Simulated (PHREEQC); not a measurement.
Consider water at 40 °C with 0.13 mol/kgw CuCl2, 0.05 mol/kgw HNO3 and 0.00059 mol/kgw H3BO3. Closed to the air; pH follows from the charge balance.

The numbers come from PHREEQC with the ion-association model, wateq4f.dat.

Q: The ionic strength comes out as 0.373 mol/kgw. What activity coefficients do Cu+2, CuCl+, H+, Cl-, NO3- get?

A: Cu+2 0.26, CuCl+ 0.67, H+ 0.77, Cl- 0.66, NO3- 0.63.

Precipitation was switched off in this run. Species that the database lacks are ignored. At this temperature some constants are extrapolated from 25 °C, and those without enthalpy data are left unchanged.
